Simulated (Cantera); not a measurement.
Charge: 1 mol Al2O3, 8.2 mol Cl2, 0.78 mol O2, equilibrated at 1450 °C and 10.0 mbar.

Equilibrium computed with Cantera from the NASA thermochemical tables; the gas is ideal and each condensed phase is pure. Candidate condensed phases: Al, AlCl3, Al2O3; 17 gas species. The numbers say what is thermodynamically allowed, not how fast it happens.

Base state: Cl 0.800, Cl2 0.136, O2 0.0569, AlCl3 0.00685, ClO 0.000365, O 0.000136 (mole fractions); condensed: Al2O3(s).

What changes in the equilibrium state with this change: pressure from 10.0 mbar to 1.00 bar?


```tsv
species	before	after
Cl2	0.136	0.707
Cl	0.800	0.182
O2	0.0569	0.0915
AlCl3	0.00685	0.0179
O	0.000136	1.72e-5
ClO	0.000365	0.00106
Al2O3(s), mol	0.949	0.911
```

What changes in the equilibrium state with this change: O2 from 0.78 to 3.3 mol?


```
species          before     after
-------------  --------  --------
Cl                0.800     0.705
O2               0.0569     0.187
Cl2               0.136     0.106
AlCl3           0.00685   0.00192
O              0.000136  0.000246
ClO            0.000365  0.000583
Al2O3(s), mol     0.949     0.983
```
